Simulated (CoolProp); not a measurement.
Propane at 265.62 K and 8.85 MPa is throttled through a valve to 4.23 MPa with no heat exchange. Each further row changes one setting.

Computed with CoolProp (reference Helmholtz-energy equation of state, Lemmon 2009).

```tsv
case	temperature change (K)	final density (kg/m³)
as stated	___	___
outlet pressure 1.27 MPa	___	___
outlet pressure 5.5 MPa	+1.1	___
```

### Question
Fill in the missing entries.

### Answer

- as stated, temperature change (K): +1.5
- as stated, final density (kg/m³): 543
- outlet pressure 1.27 MPa, temperature change (K): +2.3
- outlet pressure 1.27 MPa, final density (kg/m³): 537
- outlet pressure 5.5 MPa, final density (kg/m³): 546
